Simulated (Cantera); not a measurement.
An isothermal, constant-pressure homogeneous reactor starts with NO : N2 = 1 : 0.17 (molar parts), at 1523 K and 0.0355 atm. Integrator tolerance rtol = 1e-08.

Computed with Cantera and GRI-Mech 3.0 (53 species, 325 reactions). Radical loss at walls, strong at low pressure, is not modelled.

**Question.** What does this change do: temperature 1523 to 2223 K?

**Answer.** 
| quantity | before | after |
|---|---|---|
| x(NO) at 10.0 s | 0.848 (gas-phase equilibrium 0.00167) | 0.0158 (gas-phase equilibrium 0.0158) |
| x(NO2) at 10.0 s | 0.000123 (gas-phase equilibrium 2.25e-6) | 5.17e-6 (gas-phase equilibrium 5.17e-6) |
| x(N2) at 10.0 s | 0.148 (gas-phase equilibrium 0.572) | 0.562 (gas-phase equilibrium 0.562) |
| x(O) at 10.0 s | 3.36e-6 (gas-phase equilibrium 1.91e-5) | 0.0106 (gas-phase equilibrium 0.0106) |
| x(O2) at 10.0 s | 0.00308 (gas-phase equilibrium 0.427) | 0.412 (gas-phase equilibrium 0.412) |
| x(N2O) at 10.0 s | 0.000228 (gas-phase equilibrium 1.64e-8) | 1.41e-7 (gas-phase equilibrium 1.41e-7) |

**Question.** What does this change do: temperature 1523 to 1775 K?

**Answer.** 
| quantity | before | after |
|---|---|---|
| x(NO) at 10.0 s | 0.848 (gas-phase equilibrium 0.00167) | 0.747 (gas-phase equilibrium 0.00463) |
| x(NO2) at 10.0 s | 0.000123 (gas-phase equilibrium 2.25e-6) | 0.000182 (gas-phase equilibrium 3.30e-6) |
| x(N2) at 10.0 s | 0.148 (gas-phase equilibrium 0.572) | 0.199 (gas-phase equilibrium 0.570) |
| x(O) at 10.0 s | 3.36e-6 (gas-phase equilibrium 1.91e-5) | 0.000138 (gas-phase equilibrium 0.000331) |
| x(O2) at 10.0 s | 0.00308 (gas-phase equilibrium 0.427) | 0.0536 (gas-phase equilibrium 0.425) |
| x(N2O) at 10.0 s | 0.000228 (gas-phase equilibrium 1.64e-8) | 0.000185 (gas-phase equilibrium 4.31e-8) |
